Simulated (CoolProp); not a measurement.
Values from CoolProp's reference Helmholtz-energy equation of state, Zhou 2011.

For dimethyl carbonate, give the phase and the density (kg/m³), cp (kJ/(kg K)), speed of sound (m/s), expansivity (1/kK) at 307.7 K and 22.3 bar; 307.7 K and 156 bar; 307.7 K and 179 bar.


- 307.7 K and 22.3 bar: liquid; density 1050, cp 1.84, speed of sound 1170, expansivity 1.25
- 307.7 K and 156 bar: liquid; density 1070, cp 1.83, speed of sound 1230, expansivity 1.16
- 307.7 K and 179 bar: liquid; density 1070, cp 1.83, speed of sound 1240, expansivity 1.15
